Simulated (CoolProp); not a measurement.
A simple Rankine cycle with benzene: condensing at 314.15 K, boiler at 3.94 MPa, turbine inlet 546.5 K, turbine efficiency 0.8, pump efficiency 0.7, no recuperator. Each further row changes one setting.

Model: reference Helmholtz-energy equation of state, Thol 2012, in CoolProp.

```csv
case,thermal efficiency (%),net work (kJ/kg),heat in (kJ/kg),turbine exit temperature (K),volume ratio over the turbine
as stated,23.7,160,675,387.6,207
turbine inlet 566.5 K,23.9,176,736,418.5,178
condensing temperature 306.15 K,24.6,170,689,380.2,284
boiler pressure 2.76 MPa,23.0,166,725,417.0,112
turbine efficiency 0.7,20.6,139,675,402.0,214
```
